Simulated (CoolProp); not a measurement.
Saturation properties of propylene.

Computed with CoolProp (reference Helmholtz-energy equation of state, Lemmon 2013).

```
T (K)  p (MPa)  vapour density (kg/m³)  enthalpy of vaporisation (kJ/kg)  surface tension (mN/m)  liquid viscosity (µPa s)
-----  -------  ----------------------  --------------------------------  ----------------------  ------------------------
229.9   0.1231                   2.826                             434.0                    16.1                       186
234.1   0.1472                   3.340                             429.2                    15.5                       178
238.3   0.1749                   3.922                             424.2                    14.9                       170
242.5   0.2064                   4.579                             419.2                    14.4                       163
246.7   0.2420                   5.318                             414.0                    13.8                       156
250.9   0.2822                   6.145                             408.7                    13.2                       149
255     0.3260                   7.045                             403.3                    12.6                       143
259.2   0.3760                   8.069                             397.7                    12.1                       138
263.4   0.4316                   9.205                             391.9                    11.5                       132
267.6   0.4931                   10.46                             385.8                    10.9                       127
```

It boils at 225.5 K under 1 atm.

Viscosity comes from a separate model (Huber 2003), an estimate that may be off by 10 % or more. Surface tension comes from a separate correlation (Mulero 2012).
